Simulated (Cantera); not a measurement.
# Equilibrium for abatement and gas-phase synthesis: CS2 + SO2 + H2

Input: 1 mol CS2, 0.018 mol SO2, 1.6 mol H2, equilibrated at 24.0 bar.

Method: chemical equilibrium by Gibbs-energy minimisation in Cantera with the NASA 1993 tables (ideal gas, pure condensed phases). Candidate condensed phases: C, C6H6, C7H8, C8H18, H2O, H2SO4, S; 123 gas species. Kinetics and transport are ignored.

From 1975 K to 2625 K the condensed part is C(graphite). The main C-bearing gas is CS2 throughout. The share of C in condensed phases is highest at 1975 K (41.4 %) and lowest at 2625 K (9.6 %).

| T (K) | log p H2 | log p H2S | log p CS2 | log p CS | log p S2 | log p SH | log p CO | n C(graphite) |
|---|---|---|---|---|---|---|---|---|
| 1975 | 0.98 | 0.84 | 0.74 | -0.98 | 0.12 | -0.62 | -0.44 | 0.414 |
| 2025 | 0.99 | 0.80 | 0.75 | -0.83 | 0.13 | -0.56 | -0.44 | 0.396 |
| 2075 | 1.01 | 0.76 | 0.75 | -0.70 | 0.14 | -0.50 | -0.45 | 0.378 |
| 2125 | 1.02 | 0.73 | 0.76 | -0.57 | 0.15 | -0.45 | -0.45 | 0.360 |
| 2175 | 1.03 | 0.69 | 0.76 | -0.45 | 0.16 | -0.40 | -0.45 | 0.341 |
| 2225 | 1.04 | 0.65 | 0.76 | -0.33 | 0.17 | -0.35 | -0.46 | 0.323 |
| 2275 | 1.05 | 0.62 | 0.76 | -0.23 | 0.17 | -0.31 | -0.46 | 0.303 |
| 2325 | 1.05 | 0.58 | 0.76 | -0.12 | 0.17 | -0.26 | -0.47 | 0.282 |
| 2375 | 1.06 | 0.54 | 0.75 | -0.02 | 0.17 | -0.23 | -0.47 | 0.258 |
| 2425 | 1.06 | 0.50 | 0.74 | 0.07 | 0.17 | -0.19 | -0.47 | 0.233 |
| 2475 | 1.06 | 0.46 | 0.73 | 0.16 | 0.17 | -0.16 | -0.48 | 0.204 |
| 2525 | 1.06 | 0.42 | 0.72 | 0.24 | 0.16 | -0.13 | -0.48 | 0.172 |
| 2575 | 1.06 | 0.38 | 0.71 | 0.32 | 0.15 | -0.11 | -0.49 | 0.136 |
| 2625 | 1.06 | 0.34 | 0.69 | 0.39 | 0.14 | -0.09 | -0.49 | 0.0959 |
log p: log10 of the partial pressure in bar; n: condensed amount in mol.
